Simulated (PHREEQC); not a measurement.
0.1 g of hydrous ferric oxide (600 m²/g; 0.2 weak and 0.005 strong sites per Fe, Dzombak-Morel constants, diffuse double layer) in 1 kg of water with 0.1 mol/kgw of an inert sodium salt and 1.2e-06 mol/kgw PbCl2 and 5.1e-06 mol/kgw MnCl2, at 25 °C; the pH is set by adding NaOH or the inert anion's acid. The system is closed to oxygen. No CO2 enters from the air. Precipitation was switched off in this run.

Base run: PHREEQC, ion-association model, wateq4f.dat. Each further column changes one thing. The table gives Mn sorbed (%).

| pH | base | no electrostatic term (-no_edl) | background salt from 0.1 to 0.01 mol/kgw | oxide from 0.1 to 0.5 g/kgw | 2.6e-05 mol/kgw ZnCl2 added |
|---|---|---|---|---|---|
| 3 | 0.0 | 0.0 | 0.0 | 0.0 | 0.0 |
| 3.5 | 0.0 | 0.0 | 0.0 | 0.0 | 0.0 |
| 4.5 | 0.0 | 0.0 | 0.0 | 0.0 | 0.0 |
| 5 | 0.0 | 0.0 | 0.0 | 0.1 | 0.0 |
| 5.5 | 0.2 | 0.4 | 0.2 | 1.0 | 0.1 |
| 6.5 | 7.7 | 20.3 | [?] | 34.3 | [?] |
| 7 | 31.6 | 53.2 | 35.2 | 78.5 | 3.5 |
| 7.5 | 65.3 | 78.5 | [?] | 96.5 | 15.7 |
| 8.5 | 98.2 | 96.5 | [?] | 99.9 | [?] |
| 9 | 99.8 | 98.2 | 99.9 | 100.0 | 98.4 |
| 9.5 | 100.0 | [?] | 100.0 | 100.0 | 99.8 |
| 10.5 | 100.0 | [?] | 100.0 | 100.0 | 100.0 |
| 11 | 100.0 | 97.8 | 100.0 | 100.0 | 100.0 |

Problem. Some entries are withheld; supply them.

Solution. 
- 6.5, background salt from 0.1 to 0.01 mol/kgw: 8.4
- 6.5, 2.6e-05 mol/kgw ZnCl2 added: 1.1
- 7.5, background salt from 0.1 to 0.01 mol/kgw: 70.3
- 8.5, background salt from 0.1 to 0.01 mol/kgw: 99.0
- 8.5, 2.6e-05 mol/kgw ZnCl2 added: 89.4
- 9.5, no electrostatic term (-no_edl): 98.7
- 10.5, no electrostatic term (-no_edl): 98.6

The oxide is taken as insoluble; below pH 4 it would dissolve.
